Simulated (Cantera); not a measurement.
Catalytic stagnation flow on Pt

A jet of 1.89 % CH4, 10.1 % O2, 88.0 % N2 at 300 K and 5100 Pa hits a platinum plate 6.8 cm away at a mass flux of 0.031 kg/m²/s; the plate temperature is set and raised in steps from an oxygen-covered start.

Detailed kinetics in Cantera: Deutschmann's 1995 Pt surface mechanism with GRI-Mech 3.0 gas chemistry. Catalytic surfaces can have several steady states; this one follows from the mechanism file's or the stated starting coverage.

```csv
plate T (K),wall x CH4,wall x O2,wall x H2O,wall x OH,wall x CO,wall x CO2,θ free Pt,θ O*
950,0.00832,0.0788,0.0198,9.35e-8,4.93e-6,0.0129,0.316,0.683
1000,0.00629,0.0745,0.0235,2.52e-7,5.08e-6,0.0154,0.391,0.608
1050,0.00486,0.0715,0.0260,6.03e-7,5.28e-6,0.0171,0.463,0.536
1100,0.00388,0.0695,0.0278,1.31e-6,5.62e-6,0.0182,0.533,0.467
1150,0.00319,0.0681,0.0290,2.60e-6,6.14e-6,0.0190,0.598,0.402
1200,0.00270,0.0672,0.0298,4.84e-6,6.88e-6,0.0195,0.658,0.342
1250,0.00234,0.0665,0.0303,8.45e-6,7.94e-6,0.0199,0.712,0.287
1300,0.00208,0.0661,0.0306,1.40e-5,9.51e-6,0.0200,0.760,0.239
```
x: mole fraction at the wall; θ: surface coverage.
